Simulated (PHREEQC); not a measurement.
Solution (10 °C): 0.05 mol H2S, 0.00025 mol NaCl and 0.00045 mol FeCl2 per kg of water. Closed to the air; pH follows from the charge balance.

All values are PHREEQC results (ion-association model, phreeqc.dat), not measurements.

This is a speciation only: nothing precipitates in the calculation.

Question: Order these Fe species by the share of Fe that they hold, largest first: Fe(HS)2, FeCl+, Fe+2.

Answer: Fe+2 (80 %), Fe(HS)2 (20 %), FeCl+ (0.11 %)

The pH is 3.73 and the ionic strength 0.00153 mol/kgw. Complexes and solids missing from the database can't appear. Constants without temperature data keep their 25 °C values here.
